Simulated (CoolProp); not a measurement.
Vapour-liquid equilibrium of ethane (1) + n-perfluorobutane (2) at 218.5 K; x and y are mole fractions of (1).

Model: multi-fluid Helmholtz-energy mixture model, Bücker 2006 and Gao 2022; pair parameters Bell 2016, in CoolProp.

```json
[
 {"x": "0.05", "bubble pressure, mixture model (bar)": "0.6592", "bubble pressure, Raoult's law (bar)": "0.2930", "y, mixture model": "?", "y, Raoult's law": "0.794"},
 {"x": "0.125", "bubble pressure, mixture model (bar)": "1.510", "bubble pressure, Raoult's law (bar)": "0.6373", "y, mixture model": "0.960", "y, Raoult's law": "0.913"},
 {"x": "0.2", "bubble pressure, mixture model (bar)": "?", "bubble pressure, Raoult's law (bar)": "0.9815", "y, mixture model": "0.973", "y, Raoult's law": "0.948"},
 {"x": "0.275", "bubble pressure, mixture model (bar)": "2.747", "bubble pressure, Raoult's law (bar)": "1.326", "y, mixture model": "0.979", "y, Raoult's law": "0.965"},
 {"x": "0.35", "bubble pressure, mixture model (bar)": "3.104", "bubble pressure, Raoult's law (bar)": "1.670", "y, mixture model": "0.982", "y, Raoult's law": "0.975"},
 {"x": "0.425", "bubble pressure, mixture model (bar)": "3.328", "bubble pressure, Raoult's law (bar)": "2.014", "y, mixture model": "0.984", "y, Raoult's law": "0.982"},
 {"x": "0.5", "bubble pressure, mixture model (bar)": "3.470", "bubble pressure, Raoult's law (bar)": "2.358", "y, mixture model": "?", "y, Raoult's law": "0.987"},
 {"x": "0.575", "bubble pressure, mixture model (bar)": "?", "bubble pressure, Raoult's law (bar)": "2.703", "y, mixture model": "0.986", "y, Raoult's law": "0.990"},
 {"x": "0.65", "bubble pressure, mixture model (bar)": "?", "bubble pressure, Raoult's law (bar)": "3.047", "y, mixture model": "0.986", "y, Raoult's law": "0.993"},
 {"x": "0.725", "bubble pressure, mixture model (bar)": "3.784", "bubble pressure, Raoult's law (bar)": "3.391", "y, mixture model": "0.988", "y, Raoult's law": "0.995"},
 {"x": "0.8", "bubble pressure, mixture model (bar)": "3.941", "bubble pressure, Raoult's law (bar)": "3.735", "y, mixture model": "0.989", "y, Raoult's law": "0.997"},
 {"x": "0.875", "bubble pressure, mixture model (bar)": "4.153", "bubble pressure, Raoult's law (bar)": "4.080", "y, mixture model": "0.992", "y, Raoult's law": "0.998"},
 {"x": "0.95", "bubble pressure, mixture model (bar)": "4.429", "bubble pressure, Raoult's law (bar)": "4.424", "y, mixture model": "0.996", "y, Raoult's law": "0.999"}
]
```

Task: Complete the blanks.

Result: 
- 0.05, y, mixture model: 0.905
- 0.2, bubble pressure, mixture model (bar): 2.220
- 0.5, y, mixture model: 0.985
- 0.575, bubble pressure, mixture model (bar): 3.571
- 0.65, bubble pressure, mixture model (bar): 3.667

The largest gap from Raoult's law is +136.9 % in bubble pressure, at x = 0.125. No azeotrope shows between x = 0.05 and 0.95.

The pair parameters rest on a limited set of measurements; away from them the model extrapolates. With so large a gap from Raoult's law the liquid may split in two, which this calculation doesn't test in full.
